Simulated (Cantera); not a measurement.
# Reactions in the system H-N-V

Standard-state values (1 bar) from the NASA 1993 polynomials, evaluated with Cantera. Values are per mole of reaction as written; species without (g) are pure solids or liquids, kept so even where they would boil at 1 bar. VN: taken at fixed stoichiometry.

3 H2(g) + 2 VN ⇌ 2 NH3(g) + 2 V

```
T (K)  ΔH° (kJ)  ΔS° (J/K)  ΔG° (kJ)  log10 K
-----  --------  ---------  --------  -------
300       342.3      -23.4     349.4   -60.83
550       331.6      -49.6     358.9   -34.08
600       329.6      -53.1     361.4   -31.46
650       327.7      -56.2     364.2   -29.26
700       325.8      -58.8     367.0   -27.39
750       324.1      -61.2     370.0   -25.77
800       322.5      -63.3     373.2   -24.36
850       321.0      -65.2     376.4   -23.13
```

3 H(g) + VN ⇌ V + NH3(g)

```json
[
 {"T (K)": "300", "ΔH° (kJ)": "-482.9", "ΔS° (J/K)": "-160.0", "ΔG° (kJ)": "-434.9", "log10 K": "75.71"},
 {"T (K)": "550", "ΔH° (kJ)": "-492.9", "ΔS° (J/K)": "-184.3", "ΔG° (kJ)": "-391.5", "log10 K": "37.18"},
 {"T (K)": "600", "ΔH° (kJ)": "-494.8", "ΔS° (J/K)": "-187.7", "ΔG° (kJ)": "-382.2", "log10 K": "33.27"},
 {"T (K)": "650", "ΔH° (kJ)": "-496.7", "ΔS° (J/K)": "-190.7", "ΔG° (kJ)": "-372.8", "log10 K": "29.95"},
 {"T (K)": "700", "ΔH° (kJ)": "-498.5", "ΔS° (J/K)": "-193.4", "ΔG° (kJ)": "-363.1", "log10 K": "27.10"},
 {"T (K)": "750", "ΔH° (kJ)": "-500.3", "ΔS° (J/K)": "-195.8", "ΔG° (kJ)": "-353.4", "log10 K": "24.61"},
 {"T (K)": "800", "ΔH° (kJ)": "-502.0", "ΔS° (J/K)": "-198.0", "ΔG° (kJ)": "-343.6", "log10 K": "22.43"},
 {"T (K)": "850", "ΔH° (kJ)": "-503.6", "ΔS° (J/K)": "-200.0", "ΔG° (kJ)": "-333.6", "log10 K": "20.50"}
]
```
